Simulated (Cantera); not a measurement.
Cantera run:

```python
import numpy as np
import cantera as ct

gas_names = """
    H H2 N NH NH2 NH3 N2 N2H2 N2H4 Si SiH SiH2 SiH3 SiH4 SiN Si2 Si2N Si3
""".split()
cond_names = """
    Si(cr) Si(L) Si3N4(a)
""".split()


# ... load() reads the species with a 1 bar reference pressure and builds the phases ...
atoms = {
    'trisilylamine': {'Si': 3, 'N': 1, 'H': 9},
    'NH3': {'N': 1, 'H': 3},
    'H2': {'H': 2},
}
top_T = {'Si3N4(a)': 2400}  # K; cautious upper limits of use, not melting points


# ... equilibrate(T, P, feed) seeds the gas with the atoms and calls Mixture.equilibrate('TP', solver="vcs", rtol=1e-11, max_steps=5000) ...
results = []
T = 973.15  # K
P = 4700  # Pa
for m in [0.26, 0.42, 0.69, 1.1, 1.8, 3, 4.9, 8.1, 13]:
    feed = {'trisilylamine': 1, 'NH3': m, 'H2': 74}  # mol
    mix = equilibrate(T, P, feed)
    results.append((T, P, feed, dict(zip(mix.species_names, mix.species_moles))))

top = {s: max(r[3][s] / sum(r[3][g] for g in gas_names) for r in results) for s in gas_names}
cols = sorted((s for s in top if top[s] > 0.001), key=lambda s: -top[s])[:9]
seen = [c for c in cond_names if any(r[3].get(c, 0) > 1e-12 for r in results)]
print("log10 of partial pressures in bar; condensed amounts in mol")
print(f"{'n(NH3)':>10s}" + "".join(f"{s[:9]:>10s}" for s in cols + seen))
for T, P, feed, n in results:
    ng = sum(n[g] for g in gas_names)
    print(f"{feed['NH3']:10.4g}" + "".join(f"{np.log10(max(n[s] / ng * P / 1e5, 1e-99)):10.3f}" for s in cols)
          + "".join(f"{n.get(c, 0):10.4g}" for c in seen))
```

Output:

```
log10 of partial pressures in bar; condensed amounts in mol
    n(NH3)        H2        N2    Si(cr)  Si3N4(a)
      0.26    -1.328   -11.325     2.055     0.315
      0.42    -1.328   -11.325     1.935     0.355
      0.69    -1.328   -11.325     1.732    0.4225
       1.1    -1.328   -11.325     1.425     0.525
       1.8    -1.328   -11.325       0.9       0.7
         3    -1.328   -10.174         0         1
       4.9    -1.333    -3.289         0         1
       8.1    -1.340    -2.891         0         1
        13    -1.350    -2.642         0         1
```

Cantera equilibrium calculation (NASA polynomials, part measured and part estimated; ideal gas, pure solids and liquids). The feed counts by its element totals alone.
